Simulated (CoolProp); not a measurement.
Properties of R245fa along the isobar 2.9 MPa.

Computed with CoolProp (reference Helmholtz-energy equation of state, Akasaka 2015).

```
T (°C)   phase  cp (kJ/(kg K))  cv (kJ/(kg K))  speed of sound (m/s)  Joule-Thomson coefficient (K/MPa)  conductivity (mW/(m K))  fugacity coefficient
------  ------  --------------  --------------  --------------------  ---------------------------------  -----------------------  --------------------
-92.55  liquid           1.134          0.7924                  1204                            -0.4090                      133              1.956e-5
-78.45  liquid           1.145          0.7981                  1139                            -0.3980                      128              9.530e-5
-64.35  liquid           1.159          0.8071                  1074                            -0.3851                      122             0.0003608
-50.25  liquid           1.176          0.8197                  1009                            -0.3701                      117              0.001117
-36.15  liquid           1.195          0.8357                 944.7                            -0.3528                      112              0.002939
-22.05  liquid           1.216          0.8544                 882.5                            -0.3326                      108              0.006771
-7.95   liquid           1.241          0.8750                 822.4                            -0.3093                      103               0.01397
6.15    liquid           1.268          0.8967                 764.2                            -0.2820                     98.8               0.02628
20.25   liquid           1.297          0.9187                 707.6                            -0.2496                     94.6               0.04573
34.35   liquid           1.330          0.9409                 652.1                            -0.2104                     90.5               0.07444
48.45   liquid           1.365          0.9630                 597.1                            -0.1619                     86.5                0.1144
62.55   liquid           1.404          0.9850                 542.0                           -0.09973                     82.5                0.1673
76.65   liquid           1.450           1.007                 486.0                           -0.01670                     78.5                0.2342
90.75   liquid           1.505           1.030                 428.1                             0.1009                     74.5                0.3154
104.85  liquid           1.579           1.054                 366.9                             0.2822                     70.3                0.4104
119.05  liquid           1.695           1.081                 299.4                             0.6069                     65.8                0.5182
```

Thermal conductivity comes from a separate model (Huber 2003), an estimate that may be off by 10 % or more.
